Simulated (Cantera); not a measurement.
Feed: 1 mol Al, 5 mol O2, 1.4 mol H2, at 1602 °C and 0.00133 bar.

Equilibrium computed with Cantera from the NASA thermochemical tables; the gas is ideal and each condensed phase is pure. Candidate condensed phases: Al, Al2O3, H2O; 19 gas species. The numbers say what is thermodynamically allowed, not how fast it happens.

Base state: O2 0.707, H2O 0.273, OH 0.0125, O 0.00554, H2 0.000938, H 0.000550 (mole fractions); condensed: Al2O3(s).

**Question.** What changes in the equilibrium state with this change: temperature from 1602 °C to 1327 °C?

**Answer.** 
```tsv
species	before	after
O2	0.707	0.716
H2O	0.273	0.281
OH	0.0125	0.00211
H	0.000550	1.16e-5
O	0.00554	0.000336
H2	0.000938	6.04e-5
Al2O3(s), mol	0.500	0.500
```

**Question.** What changes in the equilibrium state with this change: 0.063 mol CH4 added?

**Answer.** 
```json
[
 {"species": "O2", "before": "0.707", "after": "0.673"},
 {"species": "H2O", "before": "0.273", "after": "0.295"},
 {"species": "OH", "before": "0.0125", "after": "0.0128"},
 {"species": "CO2", "before": "0", "after": "0.0123"},
 {"species": "CO", "before": "0", "after": "0.000178"},
 {"species": "H2", "before": "0.000938", "after": "0.00104"},
 {"species": "Al2O3(s), mol", "before": "0.500", "after": "0.500"}
]
```
Further candidate phases: C, C6H6, C7H8, C8H18.
